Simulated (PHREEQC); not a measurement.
Make-up at 25 °C: 0.0032 mol/kgw CuSO4, 0.00085 mol/kgw H2SO4 and 3.5e-05 mol/kgw NaCl. Closed to the air; pH follows from the charge balance.

Equilibrium calculation in PHREEQC: ion-association model, phreeqc.dat.

```json
[
 {"quantity": "pH", "before": "2.89", "after": "3.80"},
 {"quantity": "ionic strength (mol/kgw)", "before": "0.0121", "after": "0.00146"},
 {"quantity": "SO4-2 (mol/kgw)", "before": "0.00310", "after": "0.000383"},
 {"quantity": "HSO4- (mol/kgw)", "before": "0.000280", "after": "5.19e-6"}
]
```

Question: Name the change that produced these shifts.
(A) H2SO4 from 0.00085 to 0.0085 mol/kgw
(B) NaCl replaced by LiCl at the same molality
(C) CuSO4 left out
(D) diluted 10-fold with water
(E) diluted 2-fold with water

Answer: D, diluted 10-fold with water

Precipitation was switched off in this run.
